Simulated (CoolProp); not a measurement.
Computed with CoolProp (reference Helmholtz-energy equation of state, Lemmon 2016).

Problem. For R365MFC, give the phase and the density (kg/m³), cp (kJ/(kg K)), cv (kJ/(kg K)), speed of sound (m/s) at 500 K and 1750 kPa.

Solution. 
- 500 K and 1750 kPa: gas; density 74.0, cp 1.40, cv 1.28, speed of sound 147
